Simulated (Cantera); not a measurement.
A perfectly stirred reactor is fed with H2 : O2 : N2 = 0.96 : 1 : 12 (molar parts), equivalence ratio 0.48, at 0.390 bar; it is held at 1298 K, and followed from long to short residence time.

Cantera simulation using the H2/O2 subset of GRI-Mech 3.0, which has no nitrogen chemistry; the numbers are that mechanism's predictions, not measurements. The temperature is held fixed by assumption; the heat of reaction is taken as removed at once.

x: mole fraction; the columns are a selection and need not sum to one.

| τ (s) | x H2 | x O2 | x O | x HO2 | x H2O |
|---|---|---|---|---|---|
| 17 | 1.17e-5 | 0.0386 | 6.67e-6 | ? | 0.0712 |
| 4.2 | 2.98e-5 | 0.0385 | 1.71e-5 | ? | 0.0711 |
| 1.0 | 7.72e-5 | 0.0385 | 4.52e-5 | ? | 0.0710 |
| 0.24 | 0.000197 | 0.0385 | 0.000118 | ? | 0.0708 |
| 0.059 | 0.000488 | 0.0386 | 0.000301 | ? | 0.0703 |
| 0.014 | 0.00120 | 0.0387 | 0.000760 | ? | 0.0691 |
| 0.0034 | 0.00277 | 0.0392 | 0.00179 | ? | 0.0662 |

### Question
What belongs in the gaps?

### Answer

- 17, x HO2: 2.83e-7
- 4.2, x HO2: 6.61e-7
- 1.0, x HO2: 1.47e-6
- 0.24, x HO2: 2.85e-6
- 0.059, x HO2: 4.61e-6
- 0.014, x HO2: 6.30e-6
- 0.0034, x HO2: 7.48e-6
